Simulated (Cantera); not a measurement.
Feed: 1 mol Si₃N₄, 33 mol HF, 8.7 mol H₂, equilibrated at 1450 K and 260 Pa.

Cantera equilibrium calculation (NASA polynomials, part measured and part estimated; ideal gas, pure solids and liquids). Candidate condensed phases: Si, Si₃N₄; 37 gas species. The tables' values for SiF₃ are old estimates; treat these amounts as uncertain. Kinetics and transport are ignored.

Problem. What is the equilibrium state?

Solution. 
```
Quantity                              Value
--------------------------------  ---------
x(HF)                                 0.516
x(H₂)                                 0.361
x(SiF₄)                              0.0734
x(N₂)                                0.0491
x(SiF₃)                            0.000272
x(H)                               0.000111
x(SiHF₃)                            1.74e-5
gas amount                        40.71 mol
log10 activity of Si(s) (absent)      -8.62
```
